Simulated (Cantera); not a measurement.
Input (Python, Cantera) and output of one run.

```python
import numpy as np
import cantera as ct

gas_names = """
    Cu Cu2 H H2 N NH NH2 NH3 N2 N2H2 N2H4
""".split()
cond_names = """
    Cu(cr) Cu(L)
""".split()


# ... load() reads the species with a 1 bar reference pressure and builds the phases ...
atoms = {
    'Cu': {'Cu': 1},
    'NH3': {'N': 1, 'H': 3},
    'N2': {'N': 2},
}
top_T = {}  # K; cautious upper limits of use, not melting points


# ... equilibrate(T, P, feed) seeds the gas with the atoms and calls Mixture.equilibrate('TP', solver="vcs", rtol=1e-11, max_steps=5000) ...
results = []
feed = {'Cu': 1, 'NH3': 0.11, 'N2': 4.4}  # mol
T = 1348.15  # K
P = 19  # Pa
mix = equilibrate(T, P, feed)
results.append((T, P, feed, dict(zip(mix.species_names, mix.species_moles))))
x = sorted(zip(gas.X, gas.species_names), reverse=True)
print(f"T = {T:g} K  P = {P:g} Pa  gas = {mix.phase_moles(0):.4g} mol")
print("   x: " + "  ".join(f"{s} {v:.3e}" for v, s in x if v > 0.001))
print("   condensed (mol): " + ("  ".join(f"{mix.phase(i).name} {mix.phase_moles(i):.4g}"
      for i in range(1, mix.n_phases) if mix.phase_moles(i) > 1e-12) or "none"))
```

Result:

```
T = 1348.15 K  P = 19 Pa  gas = 4.632 mol
   x: N2 9.619e-01  H2 3.561e-02  Cu 2.473e-03
   condensed (mol): Cu(cr) 0.9885
```

Equilibrium computed with Cantera from the NASA thermochemical tables; the gas is ideal and each condensed phase is pure.
